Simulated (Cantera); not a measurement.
A closed system holds: 1 mol SF6, 3.7 mol H2, held at 1330 Pa.

Method: chemical equilibrium by Gibbs-energy minimisation in Cantera with the NASA 1993 tables (ideal gas, pure condensed phases). Candidate condensed phases: S; 24 gas species. Gases not in the tables: S3 to S7. Rates play no part.

Question: At 875 K, list the 4 most abundant gas species with their mole fractions, and the condensed phases.

Answer: HF 0.872, H2S 0.0938, S2 0.0258, H2 0.00798. Condensed: gas only.
